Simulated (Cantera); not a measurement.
Input: 1 mol PbO, 16 mol N2, equilibrated at 1302 °C and 0.680 bar.

Cantera equilibrium calculation (NASA polynomials, part measured and part estimated; ideal gas, pure solids and liquids). Candidate condensed phases: Pb, PbO, PbO2, Pb3O4; 12 gas species. Gases not in the tables: (PbO)n polymers. The numbers say what is thermodynamically allowed, not how fast it happens.

Base state: N2 0.959, PbO 0.0321, Pb 0.00587, O2 0.00283, NO 0.000222 (mole fractions); condensed: PbO(l).

Q: What changes in the equilibrium state with this change: temperature from 1302 °C to 977 °C?

A: 
```
species        before     after
-----------  --------  --------
N2              0.959     1.000
PbO            0.0321  0.000269
Pb            0.00587   4.60e-5
O2            0.00283   2.14e-5
NO           0.000222   3.21e-6
PbO(l), mol     0.367     0.995
```

Q: What changes in the equilibrium state with this change: pressure from 0.680 bar to 0.870 bar?

A: 
| species | before | after |
|---|---|---|
| N2 | 0.959 | 0.968 |
| PbO | 0.0321 | 0.0251 |
| Pb | 0.00587 | 0.00460 |
| O2 | 0.00283 | 0.00220 |
| NO | 0.000222 | 0.000197 |
| PbO(l), mol | 0.367 | 0.509 |
